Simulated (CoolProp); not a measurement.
The numbers come from the reference Helmholtz-energy equation of state, Lemmon 2006 in CoolProp. It is a short technical equation, of lower accuracy than the large ones.

Question: For nitrous oxide, give the phase and the density (kg/m³), speed of sound (m/s) at 214.2 K and 21.7 MPa.

Answer: 
- 214.2 K and 21.7 MPa: liquid; density 1180, speed of sound 1060
